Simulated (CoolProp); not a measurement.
Properties of carbon monoxide along the isotherm 254 K (Tc = 132.9 K, pc = 3.498 MPa, ω = 0.050).

Computed with CoolProp (reference Helmholtz-energy equation of state, Lemmon 2006). It is a short technical equation, of lower accuracy than the large ones.

```
p (MPa)          phase       Z  cv (kJ/(kg K))  speed of sound (m/s)  Joule-Thomson coefficient (K/MPa)  isothermal compressibility (1/MPa)  fugacity coefficient
-------  -------------  ------  --------------  --------------------  ---------------------------------  ----------------------------------  --------------------
0.111              gas  0.9989          0.7430                 324.9                              3.481                               9.019                0.9989
0.227              gas  0.9978          0.7434                 324.9                              3.467                               4.415                0.9978
0.466              gas  0.9955          0.7443                 325.0                              3.437                               2.155                0.9955
0.958              gas  0.9911          0.7461                 325.2                              3.375                               1.053                0.9909
1.97               gas  0.9825          0.7498                 326.1                              3.244                              0.5158                0.9818
4.04     supercritical  0.9677          0.7575                     ?                              2.967                              0.2539                0.9648
8.3      supercritical  0.9499          0.7731                     ?                              2.375                              0.1227                0.9364
17       supercritical  0.9684               ?                 387.3                              1.281                             0.05248                0.9048
35       supercritical   1.168               ?                 525.8                             0.1150                             0.01658                0.9346
```

**Question.** Complete the blanks.

**Answer.** 
- 4.04, speed of sound (m/s): 329.1
- 8.3, speed of sound (m/s): 341.1
- 17, cv (kJ/(kg K)): 0.7988
- 35, cv (kJ/(kg K)): 0.8316
